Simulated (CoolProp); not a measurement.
Aqueous lithium chloride as a coolant, at 30 °C, 1 atm.

Computed with CoolProp (Melinder's fits for secondary coolants).

```
mass %  freezing point (°C)  density (kg/m³)  Prandtl number  conductivity (W/(m K))  viscosity (mPa s)
------  -------------------  ---------------  --------------  ----------------------  -----------------
1.7                    -1.3             1005            5.69                   0.610              0.850
3.7                    -3.5             1017            6.01                   0.605              0.912
5.7                    -6.0             1028            6.33                   0.599              0.976
7.6                    -8.5             1039            6.65                   0.595               1.04
9.6                   -11.5             1051            7.04                   0.590               1.12
11.6                  -15.2             1062            7.48                   0.585               1.21
13.5                  -19.6             1073            7.95                   0.580               1.30
15.5                  -25.5             1085            8.51                   0.576               1.41
17.5                  -32.9             1097            9.15                   0.571               1.54
19.4                  -41.1             1109            9.84                   0.567               1.67
21.4                  -50.6             1121            10.7                   0.563               1.83
```
